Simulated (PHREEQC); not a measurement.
Make-up at 69 °C: 0.0094 mol/kgw KOH, 6.7e-05 mol/kgw KNO3 and 5.1e-05 mol/kgw H3BO3. Closed to the air; pH follows from the charge balance.

Computed with PHREEQC (ion-association model, phreeqc.dat).

* **pH**: 10.73
* **ionic strength**: 0.00947 mol/kgw
* **specific conductance**: 5150 µS/cm
* **total alkalinity**: 9.40 meq/kg

```tsv
species	molality	activity	log γ
K+	0.00947	0.00847	-0.048
OH-	0.00935	0.00836	-0.049
NO3-	6.70e-5	5.98e-5	-0.049
H2BO3-	5.03e-5	4.50e-5	-0.048
H3BO3	7.14e-7	7.15e-7	0.001
```

Precipitation was switched off in this run. Away from 25 °C the constants follow the database's enthalpies or fits; those with neither stay at their 25 °C values.
